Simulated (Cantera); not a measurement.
# Stirred combustor or abatement burner

A perfectly stirred reactor is fed with 20.4 % H₂, 16.7 % O₂, 62.9 % N₂, equivalence ratio 0.61, at 5.00 bar; it is adiabatic with a 750 K inlet, and is followed from long to short residence time, starting on the burning branch (τ in s: 0.081, 0.039, 0.019, 0.0093, 0.0045, 0.0022, 0.0011, 0.00052, 0.00025, 0.00012, 6e-05, 2.9e-05).

Computed with Cantera and GRI-Mech 3.0 (53 species, 325 reactions). The hydrogen kinetics of GRI-Mech 3.0 are dated; newer H2 mechanisms differ, most at raised pressure.

```tsv
τ (s)	T (K)	x H₂	x O₂	x H	x N₂O	x H₂O	x OH	x NO₂
0.081	2216	0.000494	0.0700	6.27e-5	8.18e-7	0.224	0.00408	5.46e-6
0.039	2218	0.000512	0.0706	6.60e-5	8.30e-7	0.224	0.00417	3.48e-6
0.019	2219	0.000543	0.0710	7.10e-5	8.52e-7	0.224	0.00427	2.04e-6
0.0093	2219	0.000598	0.0713	8.00e-5	8.89e-7	0.224	0.00442	1.16e-6
0.0045	2218	0.000704	0.0714	9.83e-5	9.56e-7	0.224	0.00468	6.79e-7
0.0022	2214	0.000900	0.0714	0.000136	1.06e-6	0.223	0.00513	4.34e-7
0.0011	2207	0.00124	0.0713	0.000211	1.20e-6	0.222	0.00582	3.07e-7
0.00052	2195	0.00186	0.0711	0.000380	1.34e-6	0.221	0.00692	2.23e-7
0.00025	2177	0.00285	0.0710	0.000721	1.38e-6	0.219	0.00831	1.60e-7
0.00012	2148	0.00440	0.0709	0.00140	1.29e-6	0.216	0.00994	1.10e-7
6.0e-5	2109	0.00656	0.0711	0.00259	1.13e-6	0.211	0.0115	7.76e-8
2.9e-5	2051	0.00975	0.0716	0.00476	9.43e-7	0.205	0.0130	5.72e-8
```
x: mole fraction; the columns are a selection and need not sum to one.
